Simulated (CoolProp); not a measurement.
Computed with CoolProp (reference Helmholtz-energy equation of state, Gao 2016).

Give the vapour pressure (MPa), liquid density (kg/m³), vapour density (kg/m³), surface tension (mN/m) of saturated sulfur dioxide at 10.35, 31.45 °C.


```tsv
T (°C)	p (MPa)	liquid density (kg/m³)	vapour density (kg/m³)	surface tension (mN/m)
10.35	0.233	1410	6.67	24.5
31.45	0.484	1350	13.3	20.4
```

Surface tension comes from a separate correlation (Mulero 2012).
